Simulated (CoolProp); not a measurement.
The fluid at 298.15 K and 0.118 MPa flows at 1.4 m/s in a round tube of 4.6 mm bore and 0.25 µm roughness, fully developed (64/Re and Nu = 3.66 if laminar; Colebrook and Gnielinski if turbulent). The same conditions are run with several fluids, on thermodynamics alone (safety and materials aside).

Model: reference Helmholtz-energy equation of state of each fluid (R152A: Outcalt 1996; ethane: Bücker 2006; R22: Kamei 1995), in CoolProp.

| fluid | Reynolds number | Darcy friction factor | pressure drop (Pa/m) | heat-transfer coefficient (W/(m² K)) | mass flow (kg/h) |
|---|---|---|---|---|---|
| R152A | ? | 0.0343 | 23.6 | 11.3 | 0.270 |
| ethane | 994 | ? | 19.8 | 16.7 | ? |
| R22 | 1960 | 0.0327 | 29.2 | 9.15 | ? |

Problem. Fill in the missing entries.

Solution. 
- R152A, Reynolds number: 1870
- ethane, Darcy friction factor: 0.0644
- ethane, mass flow (kg/h): 0.121
- R22, mass flow (kg/h): 0.351

Transport values come from each fluid's own correlations; those of R152A, R22 are estimates that may be off by 10 % or more.
